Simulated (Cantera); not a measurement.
Cantera run:

```python
import numpy as np
import cantera as ct

gas_names = """
    H HO2 H2 H2O H2O2 O OH O2 O3 V VO VO2
""".split()
cond_names = """
    H2O(s) H2O(L) V(cr) V(L) VO(s) VO(L) V2O3(s) V2O3(L) V2O4(I) V2O4(II) V2O4(L) V2O5(s) V2O5(L)
""".split()


# ... load() reads the species with a 1 bar reference pressure and builds the phases ...
atoms = {
    'V2O3': {'V': 2, 'O': 3},
    'H2': {'H': 2},
    'H2O': {'H': 2, 'O': 1},
}
top_T = {}  # K; cautious upper limits of use, not melting points


# ... equilibrate(T, P, feed) seeds the gas with the atoms and calls Mixture.equilibrate('TP', solver="vcs", rtol=1e-11, max_steps=5000) ...
results = []
P = 290  # Pa
for T in [1375, 1475, 1575, 1675, 1775, 1875, 1975, 2075, 2175]:
    for m in [0.12, 0.4, 0.68, 0.96, 1.2, 1.5, 1.8, 2.1, 2.4, 2.7, 2.9, 3.2]:
        feed = {'V2O3': 1, 'H2': 18, 'H2O': m}  # mol
        mix = equilibrate(T, P, feed)
        results.append((T, P, feed, dict(zip(mix.species_names, mix.species_moles))))

for T, P, feed, n in results:
    print(f"{T:7g} {feed['H2O']:10.4g}  " + (" + ".join(c for c in cond_names if n.get(c, 0) > 1e-12) or "gas only"))
```

Output:

```
   1375       0.12  V2O3(s)
   1375        0.4  V2O3(s)
   1375       0.68  V2O3(s)
   1375       0.96  V2O3(s)
   1375        1.2  V2O3(s)
   1375        1.5  V2O3(s)
   1375        1.8  V2O3(s)
   1375        2.1  V2O3(s)
   1375        2.4  V2O3(s)
   1375        2.7  V2O3(s)
   1375        2.9  V2O3(s)
   1375        3.2  V2O3(s)
   1475       0.12  V2O3(s)
   1475        0.4  V2O3(s)
   1475       0.68  V2O3(s)
   1475       0.96  V2O3(s)
   1475        1.2  V2O3(s)
   1475        1.5  V2O3(s)
   1475        1.8  V2O3(s)
   1475        2.1  V2O3(s)
   1475        2.4  V2O3(s)
   1475        2.7  V2O3(s)
   1475        2.9  V2O3(s)
   1475        3.2  V2O3(s)
   1575       0.12  V2O3(s)
   1575        0.4  V2O3(s)
   1575       0.68  V2O3(s)
   1575       0.96  V2O3(s)
   1575        1.2  V2O3(s)
   1575        1.5  V2O3(s)
   1575        1.8  V2O3(s)
   1575        2.1  V2O3(s)
   1575        2.4  V2O3(s)
   1575        2.7  V2O3(s)
   1575        2.9  V2O3(s)
   1575        3.2  V2O3(s)
   1675       0.12  VO(s) + V2O3(s)
   1675        0.4  V2O3(s)
   1675       0.68  V2O3(s)
   1675       0.96  V2O3(s)
   1675        1.2  V2O3(s)
   1675        1.5  V2O3(s)
   1675        1.8  V2O3(s)
   1675        2.1  V2O3(s)
   1675        2.4  V2O3(s)
   1675        2.7  V2O3(s)
   1675        2.9  V2O3(s)
   1675        3.2  V2O3(s)
   1775       0.12  VO(s) + V2O3(s)
   1775        0.4  V2O3(s)
   1775       0.68  V2O3(s)
   1775       0.96  V2O3(s)
   1775        1.2  V2O3(s)
   1775        1.5  V2O3(s)
   1775        1.8  V2O3(s)
   1775        2.1  V2O3(s)
   1775        2.4  V2O3(s)
   1775        2.7  V2O3(s)
   1775        2.9  V2O3(s)
   1775        3.2  V2O3(s)
   1875       0.12  VO(s) + V2O3(s)
   1875        0.4  V2O3(s)
   1875       0.68  V2O3(s)
   1875       0.96  V2O3(s)
   1875        1.2  V2O3(s)
   1875        1.5  V2O3(s)
   1875        1.8  V2O3(s)
   1875        2.1  V2O3(s)
   1875        2.4  V2O3(s)
   1875        2.7  V2O3(s)
   1875        2.9  V2O3(s)
   1875        3.2  V2O3(s)
   1975       0.12  VO(s) + V2O3(s)
   1975        0.4  VO(s) + V2O3(s)
   1975       0.68  V2O3(s)
   1975       0.96  V2O3(s)
   1975        1.2  V2O3(s)
   1975        1.5  V2O3(s)
   1975        1.8  V2O3(s)
   1975        2.1  V2O3(s)
   1975        2.4  V2O3(s)
   1975        2.7  V2O3(s)
   1975        2.9  V2O3(s)
   1975        3.2  V2O3(s)
   2075       0.12  VO(L) + V2O3(s)
   2075        0.4  VO(L) + V2O3(s)
   2075       0.68  VO(L) + V2O3(s)
   2075       0.96  V2O3(s)
   2075        1.2  V2O3(s)
   2075        1.5  V2O3(s)
   2075        1.8  V2O3(s)
   2075        2.1  V2O3(s)
   2075        2.4  V2O3(s)
   2075        2.7  V2O3(s)
   2075        2.9  V2O3(s)
   2075        3.2  V2O3(s)
   2175       0.12  VO(L)
   2175        0.4  VO(L)
   2175       0.68  VO(L)
   2175       0.96  VO(L)
   2175        1.2  VO(L)
   2175        1.5  VO(L)
   2175        1.8  VO(L) + V2O3(s)
   2175        2.1  V2O3(s)
   2175        2.4  V2O3(s)
   2175        2.7  V2O3(s)
   2175        2.9  gas only
   2175        3.2  gas only
```

Cantera equilibrium calculation (NASA polynomials, part measured and part estimated; ideal gas, pure solids and liquids). Mutual solubility and eutectic melting of coexisting phases are not modelled. VO: taken at fixed stoichiometry. Condensed phases not in the tables: the oxides between V2O3 and V2O5 other than VO2.
